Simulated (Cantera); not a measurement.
An adiabatic, constant-volume homogeneous reactor starts with H₂ : O₂ : N₂ = 0.55 : 0.417 : 1.57 (molar parts), equivalence ratio 0.66, at 1050 K and 1000000 Pa.

Detailed kinetics in Cantera: GRI-Mech 3.0 (53 species, 325 reactions). The hydrogen kinetics of GRI-Mech 3.0 are dated; newer H2 mechanisms differ, most at raised pressure.

Q: Predict: time of steepest temperature rise; temperature at 2.00 s; equilibrium temperature; x(H₂) at 2.00 s; x(O₂) at 2.00 s; x(N₂O) at 2.00 s; x(H₂O₂) at 2.00 s; x(NO) at 2.00 s; x(OH) at 2.00 s; x(HO₂) at 2.00 s.

A: 
| Quantity | Result |
|---|---|
| time of steepest temperature rise | 3.11 ms |
| temperature at 2.00 s | 2777 K |
| equilibrium temperature | 2777 K |
| x(H₂) at 2.00 s | 0.00415 (gas-phase equilibrium 0.00415) |
| x(O₂) at 2.00 s | 0.0514 (gas-phase equilibrium 0.0514) |
| x(N₂O) at 2.00 s | 4.16e-6 (gas-phase equilibrium 4.16e-6) |
| x(H₂O₂) at 2.00 s | 3.05e-6 (gas-phase equilibrium 3.05e-6) |
| x(NO) at 2.00 s | 0.0164 (gas-phase equilibrium 0.0164) |
| x(OH) at 2.00 s | 0.0152 (gas-phase equilibrium 0.0152) |
| x(HO₂) at 2.00 s | 3.18e-5 (gas-phase equilibrium 3.18e-5) |
